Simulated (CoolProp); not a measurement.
Vapour-liquid equilibrium of n-butane (1) + R245fa (2) at 793 kPa; x and y are mole fractions of (1).

Values from CoolProp's multi-fluid Helmholtz-energy mixture model, Bücker 2006 and Akasaka 2015; pair parameters Bell 2016.

Q: Give the bubble temperature and the first vapour's composition at x = 0.35, 0.425, 0.5. Is there an azeotrope?

A: x = 0.35: 334.1 K, y = 0.514; x = 0.425: 333.2 K, y = 0.549; x = 0.5: 332.6 K, y = 0.577. y crosses x between x = 0.575 and 0.65: the model has an azeotrope there.

The pair parameters rest on a limited set of measurements; away from them the model extrapolates.
